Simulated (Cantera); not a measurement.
A closed system holds: 1 mol Si, 0.76 mol H2O, 1.5 mol H2, 0.026 mol O2, held at 0.290 Pa.

Cantera equilibrium calculation (NASA polynomials, part measured and part estimated; ideal gas, pure solids and liquids). Candidate condensed phases: H2O, Si, SiO2; 18 gas species. Kinetics and transport are ignored. All values below are at 1600 K.

Base state: H2 0.688, SiO 0.252, Si 0.0336, H 0.0265, SiH 0.000103, Si2 8.38e-5, Si3 1.83e-5 (mole fractions); condensed: Si(s).

### Question
What changes in the equilibrium state with this change: pressure from 0.290 Pa to 8.80 mbar?

### Answer
```csv
species,before,after
H2,0.688,0.735
SiO,0.252,0.264
H,0.0265,0.000497
Si,0.0336,1.11e-5
Si3,1.83e-5,6.04e-9
Si2,8.38e-5,2.76e-8
SiH,0.000103,1.94e-6
"Si(s), mol",0.0786,0.188
```
